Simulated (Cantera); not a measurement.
A freely propagating, adiabatic, planar premixed flame of C3H8 : O2 : N2 : CO2 = 1 : 7.46 : 28.1 : 3.4 (molar parts), equivalence ratio 0.67, unburnt at 600 K and 1.00 atm; mixture-averaged transport, grid criteria slope 0.08 and curve 0.16, no radiation.

Model: GRI-Mech 3.0 (53 species, 325 reactions), integrated in Cantera. GRI-Mech 3.0 was tuned for natural gas; its chemistry of propane as a main component is partial and can be far from experiment. Burning velocities carry a grid error of a few per cent, more on coarse grids.

**Question.** What does this change do: 1.1 parts H2 added?

**Answer.** 
```tsv
quantity	before	after
laminar burning velocity	67.2 cm/s	94.9 cm/s
thermal thickness	0.448 mm	0.375 mm
peak x(CH2CO)	0.000843	0.000789
peak x(OH)	0.00432	0.00585
```

**Question.** What does this change do: inlet temperature 600 to 700 K?

**Answer.** 
```tsv
quantity	before	after
laminar burning velocity	67.2 cm/s	102 cm/s
thermal thickness	0.448 mm	0.393 mm
peak x(CH2CO)	0.000843	0.000959
peak x(OH)	0.00432	0.00518
```

**Question.** What does this change do: N2 28.1 to 35 parts?

**Answer.** 
| quantity | before | after |
|---|---|---|
| laminar burning velocity | 67.2 cm/s | 45.4 cm/s |
| thermal thickness | 0.448 mm | 0.591 mm |
| peak x(CH2CO) | 0.000843 | 0.000641 |
| peak x(OH) | 0.00432 | 0.00268 |
